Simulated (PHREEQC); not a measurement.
A made-up water analysis in mg/L, 50 °C, pH 8.33, pe -1.3:

```csv
constituent,mg/L
Na,3040
K,129
Ca,99.5
Mg,110
Cl,3340
S(6) as SO4,2600
Alkalinity as HCO3,2.72
Mn(2),5.34
```

Valence states are taken as typed.

Equilibrium calculation in PHREEQC: ion-association model, phreeqc.dat.

| quantity | before | after |
|---|---|---|
| ionic strength (mol/kgw) | 0.164 | 0.164 |
| Na+ (mol/kgw) | 0.129 | 0.129 |
| SO4-2 (mol/kgw) | 0.0199 | 0.0199 |
| NaSO4- (mol/kgw) | 0.00444 | 0.00444 |
| K+ (mol/kgw) | 0.00314 | 0.00314 |
| Mg+2 (mol/kgw) | 0.00249 | 0.00249 |
| SI of Rhodochrosite (MnCO3) | -0.29 | -0.46 |
| SI of Gypsum (CaSO4:2H2O) | -0.84 | -0.84 |

### Question
Name the change that produced these shifts.
A) K from 129 to 64.5 mg/L
B) pH from 8.33 to 7.83 at the same alkalinity
C) all concentrations times 4 at the same typed pH

### Answer
B, pH from 8.33 to 7.83 at the same alkalinity

No solid was allowed to form. At this temperature some constants are extrapolated from 25 °C, and those without enthalpy data are left unchanged.
